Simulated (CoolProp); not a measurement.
Vapour-liquid equilibrium of R113 (1) + n-hexane (2) at 443.1 K; x and y are mole fractions of (1).

The numbers come from the multi-fluid Helmholtz-energy mixture model, Marx 1992 and Thol 2019; pair parameters Bell 2016 in CoolProp.

### Question
Give the bubble pressure and the first vapour's composition at x = 0.25, 0.85, 0.95. Is there an azeotrope?

### Answer
x = 0.25: 1.300 MPa, y = 0.326; x = 0.85: 1.658 MPa, y = 0.873; x = 0.95: 1.702 MPa, y = 0.957. No azeotrope shows between x = 0.05 and 0.95.

The pair parameters rest on a limited set of measurements; away from them the model extrapolates.
